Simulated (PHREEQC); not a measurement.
PHREEQC input (Pitzer model, pitzer.dat):

```
SOLUTION 1
  temp 25
  units mol/kgw
  pH 7 charge
  Cl 0.062
  K 0.062
  S(6) 0.0072
  Na 0.0144
END
USE solution 1
INCREMENTAL_REACTIONS false
REACTION 1
  H2O -1
  0 9.886 18.011 24.689 30.178 34.689 38.397 41.444
  43.949 46.007 47.699 49.089 50.232 51.172 51.944 52.578
  53.1 53.528 53.88 54.17 54.408 54.603 54.764 54.896
  55.005 55.094 55.168 55.228 moles
EQUILIBRIUM_PHASES 1
  Arcanite 0 0
  Glaserite 0 0
  Halite 0 0
  Mirabilite 0 0
  Misenite 0 0
  Sylvite 0 0
  Thenardite 0 0
SELECTED_OUTPUT 1
  -reset false
  -pH true
  -pe true
  -ionic_strength true
  -water true
  -activities H2O
  -totals Cl K Na S
  -molalities H+ Na+ K+ Cl- SO4-2 OH- HSO4-
  -equilibrium_phases Arcanite Glaserite Halite Mirabilite Misenite Sylvite Thenardite
PRINT
  -reset false
END
```

Selected output (columns that matter, 21 of 28 rows; water left (kg) added in front):

```
water left (kg)	pH	mu	Cl	K	Na	S	m_H+	m_Na+	m_K+	m_Cl-	la_H2O	Arcanite	Glaserite	Sylvite
1	7.0447	0.0836	0.062	0.062	0.0144	0.0072	1.1425e-07	0.0144	0.062	0.062	-0.001045	0	0	0
0.821894	7.0498	0.10172	0.075436	0.075436	0.017521	0.0087603	1.1463e-07	0.017521	0.075436	0.075436	-0.0012648	0	0	0
0.555203	7.0607	0.15058	0.11167	0.11167	0.025936	0.012968	1.1517e-07	0.025936	0.11167	0.11167	-0.0018525	0	0	0
0.456313	7.0664	0.18321	0.13587	0.13587	0.031557	0.015779	1.1529e-07	0.031557	0.13587	0.13587	-0.0022421	0	0	0
0.375043	7.0723	0.22291	0.16531	0.16531	0.038396	0.019198	1.1528e-07	0.038396	0.16531	0.16531	-0.0027139	0	0	0
0.253345	7.0843	0.32998	0.24473	0.24473	0.05684	0.02842	1.1468e-07	0.05684	0.24473	0.24473	-0.0039784	0	0	0
0.208215	7.0903	0.40151	0.29777	0.29777	0.069159	0.03458	1.1399e-07	0.069159	0.29777	0.29777	-0.0048189	0	0	0
0.171138	7.0962	0.4885	0.36228	0.36228	0.084143	0.042071	1.1297e-07	0.084143	0.36228	0.36228	-0.0058386	0	0	0
0.115613	7.1078	0.7231	0.53627	0.53627	0.12455	0.062277	1.0951e-07	0.12455	0.53627	0.53627	-0.0085845	0	0	0
0.0950203	7.1133	0.87981	0.65249	0.65249	0.15155	0.075773	1.0683e-07	0.15155	0.65249	0.65249	-0.010421	0	0	0
0.0641769	7.1239	1.3027	0.96608	0.96608	0.22438	0.11219	9.8794e-08	0.22438	0.96608	0.96608	-0.015411	0	0	0
0.0527548	7.1292	1.5847	1.1752	1.1752	0.27296	0.13648	9.3046e-08	0.27296	1.1752	1.1752	-0.018784	0	0	0
0.0433504	7.1348	1.9285	1.4302	1.4302	0.33218	0.16609	8.5859e-08	0.33218	1.4302	1.4302	-0.022958	0	0	0
0.0292979	7.15	2.8534	2.1162	2.1162	0.4915	0.24575	6.6711e-08	0.4915	2.1162	2.1162	-0.034612	0	0	0
0.0240733	7.1399	3.3614	2.5755	2.5013	0.59817	0.26198	5.8199e-08	0.59817	2.5013	2.5755	-0.042191	0.00089335	0	0
0.0197855	7.0934	3.801	3.1336	2.8508	0.72781	0.22248	5.4225e-08	0.72781	2.8508	3.1336	-0.05076	0.0027982	0	0
0.0133718	6.9926	5.075	4.6366	3.852	1.0769	0.14611	4.4298e-08	1.0769	3.852	4.6366	-0.076119	0.0052462	0	0
0.0109937	6.9627	5.5776	5.1779	4.1345	1.3098	0.13326	4.0244e-08	1.3098	4.1345	5.1779	-0.08642	0.005735	0	0.0050763
0.00902992	6.9578	5.7238	5.2784	3.9806	1.5947	0.14848	3.7674e-08	1.5947	3.9806	5.2784	-0.089329	0.0058592	0	0.014337
0.00609331	6.9514	6.0836	5.5132	3.6432	2.2503	0.19015	3.1856e-08	2.2503	3.6432	5.5132	-0.096561	0.0046644	0.00068846	0.028407
0.00501235	6.9514	6.0836	5.5132	3.6432	2.2503	0.19015	3.1856e-08	2.2503	3.6432	5.5132	-0.096561	5.1019e-06	0.0031209	0.034366
```
